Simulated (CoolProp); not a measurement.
Aqueous ethylene glycol as a coolant, 30 % by mass, freezing at -14.6 °C, 1 atm.

Computed with CoolProp (Melinder's fits for secondary coolants).

```csv
T (°C),Prandtl number,conductivity (W/(m K)),density (kg/m³),viscosity (mPa s)
-8.9,51.5,0.437,1047,6.20
-3.6,40.9,0.442,1046,4.96
1.7,32.9,0.448,1044,4.03
6.9,27.0,0.453,1043,3.32
12.2,22.4,0.458,1041,2.77
17.5,18.8,0.463,1039,2.34
22.8,15.9,0.467,1037,2.00
28.1,13.6,0.472,1035,1.72
33.4,11.8,0.477,1032,1.50
38.7,10.4,0.482,1029,1.32
```
